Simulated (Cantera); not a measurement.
Charge: 1 mol HI, 1.1 mol O₂, 19 mol N₂, equilibrated at 1798 K and 10.0 mbar.

Equilibrium computed with Cantera from the NASA thermochemical tables; the gas is ideal and each condensed phase is pure. Candidate condensed phases: H₂O, I₂; 27 gas species. Equilibrium is a limit: real reactors are often held back by kinetics, nucleation or transport.

Base state: N₂ 0.889, I 0.0468, O₂ 0.0386, H₂O 0.0230, NO 0.00188, OH 0.000676, O 0.000235, H₂ 6.18e-5 (mole fractions); condensed: gas only.

### Question
What changes in the equilibrium state with this change: temperature from 1798 K to 3273.15 K?

### Answer
| species | before | after |
|---|---|---|
| N₂ | 0.889 | 0.819 |
| O | 0.000235 | 0.0878 |
| I | 0.0468 | 0.0433 |
| H | 2.77e-5 | 0.0424 |
| H₂O | 0.0230 | 4.88e-6 |
| O₂ | 0.0386 | 0.00108 |
| N | <1e-9 | 0.000634 |
| HI | 3.94e-5 | 4.25e-6 |
| NO | 0.00188 | 0.00472 |
| H₂ | 6.18e-5 | 0.000155 |
| OH | 0.000676 | 0.000538 |

### Question
What changes in the equilibrium state with this change: O₂ from 1.1 to 0.56 mol?

### Answer
| species | before | after |
|---|---|---|
| N₂ | 0.889 | 0.912 |
| I | 0.0468 | 0.0480 |
| H₂O | 0.0230 | 0.0236 |
| O₂ | 0.0386 | 0.0142 |
| H₂ | 6.18e-5 | 0.000105 |
| O | 0.000235 | 0.000142 |
| NO | 0.00188 | 0.00115 |
| HI | 3.94e-5 | 5.26e-5 |
